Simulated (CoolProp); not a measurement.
Model: reference Helmholtz-energy equation of state, Zhou 2012, in CoolProp.

Q: Give the vapour pressure (MPa), vapour density (kg/m³), liquid viscosity (µPa s) of saturated p-xylene at 295.1, 413 K.

A: 
```tsv
T (K)	p (MPa)	vapour density (kg/m³)	liquid viscosity (µPa s)
295.1	0.000986	0.0427	629
413	0.106	3.43	218
```

Viscosity comes from a separate model (Balogun 2015).
